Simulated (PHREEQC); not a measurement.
**Acid mine or pickling water (model solution)**

Model water analysis in mmol/kgw, 25 °C, pH 3.55, pe 12:

```csv
constituent,mmol/kgw
Na,2.08
K,2.04
Ca,13.5
Mg,8.51
Cl,12.1
S(6),18.1
Mn(2),0.0716
Zn,0.00986
Li,0.485
```

Valence states are taken as typed.

All values are PHREEQC results (ion-association model, wateq4f.dat), not measurements.

No solid was allowed to form.

Task: What ionic strength, charge-balance error does the model give?

Result: ionic strength 0.0609 mol/kgw; charge-balance error 1.4 %.

Task: In which forms is Mn present?

Result: Mn+2 71 %, MnSO4 27 %, MnCl+ 1.6 % of the Mn.

Species that the database lacks are ignored.
